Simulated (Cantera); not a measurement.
Charge: 1 mol Al(CH₃)₃, a varied amount of NH₃, 7.5 mol N₂, equilibrated at 0.000170 bar.

Cantera equilibrium calculation (NASA polynomials, part measured and part estimated; ideal gas, pure solids and liquids). Candidate condensed phases: Al, AlN, C, C₆H₆, C₇H₈, C₈H₁₈; 97 gas species. The feed counts by its element totals alone. Equilibrium is a limit: real reactors are often held back by kinetics, nucleation or transport.

Stable condensed phases, one row left out:

```
T in K \ n(NH₃) in mol
          18  25  35  50  71 100 140 200
   2173    A   A   A   A   A   B   B   B
   2123    A   A   A   A   A   A   B   B
   2098    A   A   A   A   A   A   B   B
   2073    A   A   A   A   A   A   A   B
   2048    A   A   A   A   A   A   A   B
   2023    A   A   A   A   A   A   A   B
   1998    A   A   A   A   A   A   A   B
   1973    A   A   A   A   A   A   A   A
   1948    A   A   A   A   A   A   A   A
   1923    A   A   A   A   A   A   A   A
   1898    A   A   A   A   A   A   A   A
   1873    A   A   A   A   A   A   A   A
```

A: C; B: gas only.

Question: Give the row for 2148 K.

Answer: 18: C; 25: C; 35: C; 50: C; 71: C; 100: C; 140: gas only; 200: gas only.
